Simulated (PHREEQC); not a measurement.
Make-up at 25 °C: 20 mmol/kgw HNO3, 52 mmol/kgw NaCl and 6.5 mmol/kgw NiSO4. Closed to the air; pH follows from the charge balance.

All values are PHREEQC results (ion-association model, wateq4f.dat), not measurements.

This is a speciation only: nothing precipitates in the calculation.

Question: Order these S species by the share of S that they hold, largest first: NiSO4, SO4-2, HSO4-, NaSO4-.

Answer: SO4-2 (51 %), HSO4- (36 %), NiSO4 (8.2 %), NaSO4- (5.1 %)

Question: Order these Ni species by the share of Ni that they hold, largest first: NiCl+, NiCl2, Ni+2, NiSO4.

Answer: Ni+2 (87 %), NiSO4 (8.2 %), NiCl+ (4.3 %), NiCl2 (0.48 %)

The pH is 1.83 and the ionic strength 0.0899 mol/kgw. Species that the database lacks are ignored.
